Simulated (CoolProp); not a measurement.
Vapour-liquid equilibrium of n-hexane (1) + p-xylene (2) at 158.95 °C; x and y are mole fractions of (1).

Computed with CoolProp (multi-fluid Helmholtz-energy mixture model, Thol 2019 and Zhou 2012; pair parameters Bell 2016).

| x | bubble pressure, mixture model (MPa) | bubble pressure, Raoult's law (MPa) | y, mixture model | y, Raoult's law |
|---|---|---|---|---|
| 0.05 | 0.2120 | 0.2068 | 0.222 | 0.216 |
| 0.15 | 0.2912 | 0.2791 | 0.474 | 0.480 |
| 0.25 | 0.3660 | 0.3514 | 0.616 | 0.636 |
| 0.35 | 0.4374 | 0.4238 | 0.709 | 0.738 |
| 0.45 | 0.5063 | 0.4961 | 0.777 | 0.811 |
| 0.55 | 0.5740 | 0.5684 | 0.830 | 0.865 |
| 0.65 | 0.6413 | 0.6407 | 0.874 | 0.907 |
| 0.75 | 0.7097 | 0.7130 | 0.913 | 0.940 |
| 0.85 | 0.7803 | 0.7854 | 0.949 | 0.967 |
| 0.95 | 0.8547 | 0.8577 | 0.983 | 0.990 |

The largest gap from Raoult's law is +4.3 % in bubble pressure, at x = 0.15. No azeotrope shows between x = 0.05 and 0.95.

The pair parameters rest on a limited set of measurements; away from them the model extrapolates. The gap from Raoult's law changes sign with composition, which may be real or a fault of the pair parameters; it wasn't checked against measurements.
